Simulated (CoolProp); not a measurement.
Vapour-liquid equilibrium of R134a (1) + R141b (2) at 4.62 kPa; x and y are mole fractions of (1).

Model: multi-fluid Helmholtz-energy mixture model, Tillner-Roth 1994 and Lemmon 2006; pair parameters Bell 2016, in CoolProp.

| x | bubble temperature (K) | y at the bubble point | dew temperature at overall composition x (K) | liquid density (mol/L) |
|---|---|---|---|---|
| 0.05 | 224.2 | 0.656 | 238.5 | [?] |
| 0.2 | 208.3 | [?] | [?] | 12.40 |
| 0.35 | 202.9 | 0.955 | 232.9 | 12.85 |
| 0.5 | 200.4 | 0.969 | 229.2 | 13.28 |
| 0.65 | [?] | [?] | 224.4 | 13.72 |
| 0.8 | 197.8 | 0.984 | 217.6 | 14.19 |
| 0.95 | 196.5 | 0.995 | 203.8 | 14.72 |

Question: What belongs in the gaps?

Answer: 
- 0.05, liquid density (mol/L): 11.82
- 0.2, y at the bubble point: 0.916
- 0.2, dew temperature at overall composition x (K): 235.9
- 0.65, bubble temperature (K): 199.0
- 0.65, y at the bubble point: 0.977

No azeotrope shows between x = 0.05 and 0.95.

The pair parameters rest on a limited set of measurements; away from them the model extrapolates.
